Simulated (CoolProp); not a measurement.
Propylene along the isobar 101 kPa: density (kg/m³) from the reference equation and from simpler models built on Tc = 91.1 °C, pc = 4555 kPa, ω = 0.146; each cubic takes its own stable root.

Computed with CoolProp (reference Helmholtz-energy equation of state, Lemmon 2013).

```csv
T (°C),phase,reference,van der Waals,Peng-Robinson
-68.45,liquid,635.3,2.562,___
-63.45,liquid,629.3,2.497,667.4
-58.55,liquid,623.5,2.437,___
-53.55,liquid,617.4,2.379,655.2
-48.55,liquid,611.2,2.324,648.7
-43.65,gas,2.305,2.272,2.297
-38.65,gas,2.251,2.221,2.244
-33.75,gas,2.200,___,2.194
-28.75,gas,2.150,2.127,2.146
-23.75,gas,2.103,2.083,2.100
-18.85,gas,2.060,2.042,2.057
-13.85,gas,2.017,2.001,2.015
-8.95,gas,1.977,1.963,1.976
```

Question: Some entries are withheld; supply them.

Answer: 
- -68.45, Peng-Robinson: 673.3
- -58.55, Peng-Robinson: 661.5
- -33.75, van der Waals: 2.174

At some of these states van der Waals gives the other phase, because its saturation line lies elsewhere.
